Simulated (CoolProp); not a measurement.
CH2F2 (R32) at 293.15 K and 8.19 MPa is throttled through a valve to 2.55 MPa with no heat exchange. Each further row changes one setting.

Model: reference Helmholtz-energy equation of state, Tillner-Roth 1997, in CoolProp.

```json
[
 {"case": "as stated", "temperature change (K)": "-0.3", "final phase": "liquid", "final density (kg/m³)": "989"},
 {"case": "outlet pressure 0.765 MPa", "temperature change (K)": "-21.9", "final phase": "two-phase, vapour fraction 0.121", "final density (kg/m³)": "150"},
 {"case": "outlet pressure 3.31 MPa", "temperature change (K)": "-0.2", "final phase": "liquid", "final density (kg/m³)": "992"}
]
```
